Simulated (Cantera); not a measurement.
What does this Cantera script print?

```python
import numpy as np
import cantera as ct

gas_names = """
    H2O H2 ZrO2
""".split()
cond_names = """
    Zr(a) Zr(b) Zr(L)
""".split()


# ... load() reads the species with a 1 bar reference pressure and builds the phases ...
species = {s.name: s for s in load("nasa_gas.yaml", gas_names) + load("nasa_condensed.yaml", cond_names)}
# Each term lists the table entries of one substance; the one whose range holds T is used.
reactions = {
    '2 H2O(g) + Zr = 2 H2(g) + ZrO2(g)':
        [(-2, ['H2O']), (-1, ['Zr(a)', 'Zr(b)', 'Zr(L)']), (2, ['H2']), (1, ['ZrO2'])],
}


def pick(names, T):
    return next(species[n] for n in names if species[n].thermo.min_temp <= T <= species[n].thermo.max_temp)


results = []
for label, terms in reactions.items():
    print(label)
    print("     T/K   dH/kJ  dS/(J/K)   dG/kJ   log10 K")
    for T in [1850, 1950, 2050, 2150, 2250, 2350, 2450, 2550, 2650, 2750, 2850]:
        used = [(nu, pick(names, T)) for nu, names in terms]
        dH = sum(nu * s.thermo.h(T) for nu, s in used) / 1e6
        dS = sum(nu * s.thermo.s(T) for nu, s in used) / 1e3
        dG = dH - T * dS / 1e3
        logK = -dG * 1e6 / (ct.gas_constant * T * np.log(10))
        results.append((label, T, dH, dS, dG, logK, [s.name for _, s in used]))
        print(f"{T:8g} {dH:8.1f} {dS:8.1f} {dG:8.1f} {logK:8.2f}")
```

It prints:

```
2 H2O(g) + Zr = 2 H2(g) + ZrO2(g)
     T/K   dH/kJ  dS/(J/K)   dG/kJ   log10 K
    1850    198.9    127.5    -37.0     1.04
    1950    197.9    127.0    -49.7     1.33
    2050    196.7    126.4    -62.4     1.59
    2150    174.3    115.8    -74.7     1.82
    2250    172.2    114.9    -86.2     2.00
    2350    170.2    114.0    -97.7     2.17
    2450    168.0    113.1   -109.0     2.32
    2550    165.8    112.2   -120.3     2.46
    2650    163.6    111.3   -131.5     2.59
    2750    161.3    110.5   -142.6     2.71
    2850    159.0    109.7   -153.6     2.81
```

Source: NASA polynomial tables (part measured, part estimated), evaluated in Cantera. Condensed species are held in their standard states even where they would react or evaporate.
